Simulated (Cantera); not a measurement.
Mixture: H2 : O2 : N2 = 1 : 0.25 : 0.94 (molar parts), at 500000 Pa, adiabatic and at constant pressure. Ignition delay is the time to a rise of 400 K.

Cantera simulation using the H2/O2 subset of GRI-Mech 3.0, which has no nitrogen chemistry; the numbers are that mechanism's predictions, not measurements. The hydrogen kinetics of GRI-Mech 3.0 are dated; newer H2 mechanisms differ, most at raised pressure.

### Question
What does this change do: N2 0.94 to 2.1 parts?

### Answer
```
quantity                                               before      after
--------------------------------------------------  ---------  ---------
delay at 975 K                                        16.2 ms    22.7 ms
delay at 1075 K                                       1.03 ms    1.29 ms
delay at 1175 K                                       28.9 µs    39.9 µs
delay at 1275 K                                       8.90 µs    13.9 µs
delay at 1375 K                                       4.99 µs    8.13 µs
apparent activation energy between 1275 and 1375 K  84 kJ/mol  78 kJ/mol
```

### Question
What does this change do: pressure from 500000 Pa to 1200000 Pa?

### Answer
| quantity | before | after |
|---|---|---|
| delay at 975 K | 16.2 ms | 10.8 ms |
| delay at 1075 K | 1.03 ms | 1.17 ms |
| delay at 1175 K | 28.9 µs | 0.136 ms |
| delay at 1275 K | 8.90 µs | 10.6 µs |
| delay at 1375 K | 4.99 µs | 2.78 µs |
The pressure lies above the range GRI-Mech 3.0 was tuned for (to about 10 atm).
